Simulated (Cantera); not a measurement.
What does this Cantera script print?

```python
import numpy as np
import cantera as ct

gas = ct.Solution("gri30.yaml")
gas.TPX = 1225, 101325, {'N2O': 1, 'O2': 0.34}
reactor = ct.IdealGasConstPressureReactor(gas, energy="off", clone=False)
net = ct.ReactorNet([reactor])
net.rtol, net.atol = 1e-08, 1e-18
show = ['N2O', 'O2', 'N2', 'NO2', 'NO']
times = np.geomspace(4e-06, 30, 14)

steps = ct.SolutionArray(gas, extra=["t"])
rows = []
print(f"{'t/s':>10s}{'T/K':>9s}{'P/Pa':>11s}" + "".join(f"{s:>11s}" for s in show))
for t in times:
    while net.time < t:
        t_next = net.step()
        steps.append(gas.state, t=t_next)
    rows.append([np.interp(t, steps.t, y) for y in (steps.T, steps.P, *steps(*show).X.T)])
    print(f"{t:10.3e}{rows[-1][0]:9.1f}{rows[-1][1]:11.4g}" + "".join(f"{x:11.3e}" for x in rows[-1][2:]))
rate = np.gradient(steps.T, steps.t)
print("integrator steps:", len(steps.t))
if steps.T.max() > steps.T[0] + 200:
    print(f"time of steepest temperature rise: {steps.t[rate.argmax()]:.4e} s")
gas.TPX = 1225, 101325, {'N2O': 1, 'O2': 0.34}
gas.equilibrate("TP")
print(f"equilibrium (TP): T = {gas.T:.1f} K  " + "  ".join(f"{s} {gas[s].X[0]:.3e}" for s in show))
```

It prints:

```
       t/s      T/K       P/Pa        N2O         O2         N2        NO2         NO
 4.000e-06   1225.0  1.013e+05  7.463e-01  2.537e-01  1.687e-06  4.245e-14  7.490e-08
 1.352e-05   1225.0  1.013e+05  7.463e-01  2.537e-01  7.021e-06  2.640e-12  5.972e-07
 4.568e-05   1225.0  1.013e+05  7.462e-01  2.537e-01  2.788e-05  7.077e-11  3.101e-06
 1.544e-04   1225.0  1.013e+05  7.461e-01  2.538e-01  9.953e-05  1.032e-09  1.186e-05
 5.218e-04   1225.0  1.013e+05  7.458e-01  2.538e-01  3.416e-04  1.248e-08  4.144e-05
 1.763e-03   1225.0  1.013e+05  7.446e-01  2.541e-01  1.158e-03  1.385e-07  1.412e-04
 5.959e-03   1225.0  1.013e+05  7.406e-01  2.550e-01  3.905e-03  1.372e-06  4.756e-04
 2.014e-02   1225.0  1.013e+05  7.273e-01  2.581e-01  1.303e-02  1.027e-05  1.580e-03
 6.806e-02   1225.0  1.013e+05  6.848e-01  2.678e-01  4.219e-02  4.795e-05  5.067e-03
 2.300e-01   1225.0  1.013e+05  5.654e-01  2.955e-01  1.244e-01  1.538e-04  1.461e-02
 7.773e-01   1225.0  1.013e+05  3.250e-01  3.519e-01  2.907e-01  3.494e-04  3.200e-02
 2.627e+00   1225.0  1.013e+05  8.324e-02  4.114e-01  4.607e-01  5.030e-04  4.416e-02
 8.877e+00   1225.0  1.013e+05  3.244e-03  4.328e-01  5.187e-01  7.415e-04  4.458e-02
 3.000e+01   1225.0  1.013e+05  6.601e-07  4.336e-01  5.211e-01  9.592e-04  4.430e-02
integrator steps: 938
equilibrium (TP): T = 1225.0 K  N2O 1.674e-08  O2 4.564e-01  N2 5.433e-01  NO2 6.447e-06  NO 2.902e-04
```

Computed with Cantera and GRI-Mech 3.0 (53 species, 325 reactions). GRI-Mech 3.0 was tuned for natural gas; its chemistry of N2O as a main component is partial and can be far from experiment. The mechanism lacks the step 2 NO + O2 → 2 NO2, which can matter for NO2 below about 1400 K. The temperature is held fixed by assumption; the heat of reaction is taken as removed at once.
